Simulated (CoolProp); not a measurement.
200 sccm (0 °C, 1 atm) of nitrogen bubbles through liquid ethylbenzene at 279.7 K and leaves saturated at a total pressure of 0.0106 MPa (ideal gas phase). Each further row changes one setting.

The numbers come from the reference Helmholtz-energy equation of state, Zhou 2012 in CoolProp.

```tsv
case	vapour pressure (kPa)	mole fraction of vapour	delivery (mg/min)	delivery (sccm)	change of delivery for a bath 1 K warmer (%)
as stated	0.409	0.0386	38.0	(withheld)	7.2
bath temperature 284.7 K	0.567	(withheld)	53.5	11.3	7.0
total pressure 0.0212 MPa	0.409	0.0193	18.6	(withheld)	7.0
```

Problem. Complete the blanks.

Solution. 
- as stated, delivery (sccm): 8.03
- bath temperature 284.7 K, mole fraction of vapour: 0.0535
- total pressure 0.0212 MPa, delivery (sccm): 3.93
